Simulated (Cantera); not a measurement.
Mixture: H₂ : O₂ : N₂ = 1 : 1.16 : 4.37 (molar parts), at 390 Torr, adiabatic and at constant pressure. Ignition delay is the time to a rise of 400 K.

Cantera simulation using GRI-Mech 3.0 (53 species, 325 reactions); the numbers are that mechanism's predictions, not measurements. Where the delays flatten at high temperature, the 400 K rule measures the pace of heat release, not the induction time.

Task: What does this change do: O2 1.16 to 0.79 parts?

Result: 
```tsv
quantity	before	after
delay at 1300 K	88.4 µs	0.110 ms
delay at 1450 K	79.7 µs	99.4 µs
delay at 1600 K	87.9 µs	0.109 ms
delay at 1750 K	0.106 ms	0.131 ms
delay at 1900 K	0.133 ms	0.162 ms
```

Task: What does this change do: 0.58 parts CO2 added?

Result: 
```csv
quantity,before,after
delay at 1300 K,88.4 µs,0.111 ms
delay at 1450 K,79.7 µs,0.115 ms
delay at 1600 K,87.9 µs,0.142 ms
delay at 1750 K,0.106 ms,0.187 ms
delay at 1900 K,0.133 ms,0.248 ms
```

Task: What does this change do: N2 4.37 to 2.9 parts?

Result: 
```tsv
quantity	before	after
delay at 1300 K	88.4 µs	58.1 µs
delay at 1450 K	79.7 µs	47.1 µs
delay at 1600 K	87.9 µs	47.8 µs
delay at 1750 K	0.106 ms	55.1 µs
delay at 1900 K	0.133 ms	67.2 µs
```
